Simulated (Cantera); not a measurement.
Mixture: CO : H₂ : O₂ : N₂ = 1 : 1.1 : 0.553 : 2.08 (molar parts), at 25.7 atm, adiabatic and at constant volume. Ignition delay is the time to a rise of 400 K.

Model: GRI-Mech 3.0 (53 species, 325 reactions), integrated in Cantera. The hydrogen kinetics of GRI-Mech 3.0 are dated; newer H2 mechanisms differ, most at raised pressure. The pressure lies above the range GRI-Mech 3.0 was tuned for (to about 10 atm). Where the delays flatten at high temperature, the 400 K rule measures the pace of heat release, not the induction time.

```
quantity           before     after
---------------  --------  --------
delay at 1123 K  0.177 ms  0.197 ms
delay at 1323 K   5.67 µs   5.97 µs
delay at 1523 K  0.767 µs  0.808 µs
delay at 1723 K  0.354 µs  0.378 µs
delay at 1923 K  0.225 µs  0.245 µs
```

Problem. Name the change that produced these shifts.
A. pressure from 25.7 atm to 4.93 atm
B. constant pressure in place of constant volume
C. CO 1 to 0.69 parts
D. pressure from 25.7 atm to 9.87 atm

Solution. B, constant pressure in place of constant volume
